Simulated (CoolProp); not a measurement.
Computed with CoolProp (reference Helmholtz-energy equation of state, Colonna 2008). It is a short technical equation, of lower accuracy than the large ones.

For dodecamethylcyclohexasiloxane (D6), give the phase and the density (kg/m³), speed of sound (m/s), Joule-Thomson coefficient (K/MPa), expansivity (1/kK) at 620 K and 0.32 MPa.


- 620 K and 0.32 MPa: gas; density 33.4, speed of sound 89.3, Joule-Thomson coefficient 13.1, expansivity 3.01
